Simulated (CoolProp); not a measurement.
R124 at 259.06 K and 0.0125 MPa is compressed adiabatically to 0.0711 MPa with isentropic efficiency 0.8. Each further row changes one setting.

Computed with CoolProp (reference Helmholtz-energy equation of state, de Vries 1995).

```csv
case,work (kJ/kg),final temperature (K),final density (kg/m³)
as stated,36.7,312.0,3.80
efficiency 1,29.4,302.2,3.93
efficiency 0.65,45.2,323.1,3.66
```
